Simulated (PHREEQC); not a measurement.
Solution (55 °C): 0.12 mol MnSO4, 0.15 mol NiCl2, 0.0033 mol H2SO4 and 0.27 mol Na2SO4 per kg of water. Closed to the air; pH follows from the charge balance.

The numbers come from PHREEQC with the ion-association model, wateq4f.dat.

No solid was allowed to form.

Question: Order these Ni species by the share of Ni that they hold, largest first: Ni(SO4)2-2, NiSO4, NiCl2, NiCl+, Ni+2.

Answer: NiSO4 (58 %), Ni+2 (34 %), NiCl+ (6.2 %), NiCl2 (2.2 %), Ni(SO4)2-2 (0.21 %)

Question: Order these S species by the share of S that they hold, largest first: MnSO4, SO4-2, HSO4-, NaSO4-, NiSO4.

Answer: SO4-2 (43 %), NiSO4 (22 %), NaSO4- (19 %), MnSO4 (15 %), HSO4- (1.4 %)

The pH is 3.15 and the ionic strength 0.963 mol/kgw. Caution: at this ionic strength the ion-association model is outside its range; a Pitzer model would be the better tool where its parameters exist. Species that the database lacks are ignored. At this temperature some constants are extrapolated from 25 °C, and those without enthalpy data are left unchanged.
